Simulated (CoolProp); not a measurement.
Vapour-liquid equilibrium of toluene (1) + m-xylene (2) at 0.0711 MPa; x and y are mole fractions of (1).

Computed with CoolProp (multi-fluid Helmholtz-energy mixture model, Lemmon 2006 and Zhou 2012; pair parameters Bell 2016).

Give the bubble temperature and the first vapour's composition at x = 0.35, 0.5, 0.875. Is there an azeotrope?

x = 0.35: 386.2 K, y = 0.558; x = 0.5: 381.9 K, y = 0.699; x = 0.875: 373.9 K, y = 0.935. No azeotrope shows between x = 0.05 and 0.95.

The pair parameters rest on a limited set of measurements; away from them the model extrapolates.
